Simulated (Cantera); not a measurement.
Gas mixture: 53.4 % N2O, 46.6 % N2, at 330000 Pa, frozen composition.

Cantera's kinetic-theory transport with the Lennard-Jones parameters of GRI-Mech 3.0, ideal gas; thermal conductivity in the mixture-averaged form. The composition is frozen, though it would react at the higher temperatures.

D: mixture-averaged diffusion coefficient of that species in the mixture.

```
T (K)  ρ (kg/m³)  cp (J/kg/K)  μ (µPa s)  λ (mW/m/K)     Pr  D (cm²/s) CH4  D (cm²/s) H  D (cm²/s) OH
-----  ---------  -----------  ---------  ----------  -----  -------------  -----------  ------------
400         3.63        997.6        ___        28.6  0.719         0.0995        0.557         0.140
550         2.64         1070        ___        39.3  0.723          0.175        0.979         0.243
700         2.07         1131        ___        49.4  0.726          0.265         1.49         0.366
850         1.71         1183        ___        59.1  0.730          0.369         2.07         0.508
1000        1.45         1224        ___        68.2  0.732          0.486         2.73         0.668
1150        1.26         1253       44.9        77.0  0.730          0.616         3.45         0.843
1300        1.12         1278       48.7        85.4  0.729          0.756         4.24          1.03
1450        1.00         1299       52.4        93.4  0.729          0.908         5.09          1.24
1600       0.907         1317       55.9         101  0.729           1.07         6.00          1.46
```

Question: Some entries are withheld; supply them.

Answer: 
- 400, μ (µPa s): 20.6
- 550, μ (µPa s): 26.5
- 700, μ (µPa s): 31.7
- 850, μ (µPa s): 36.4
- 1000, μ (µPa s): 40.8
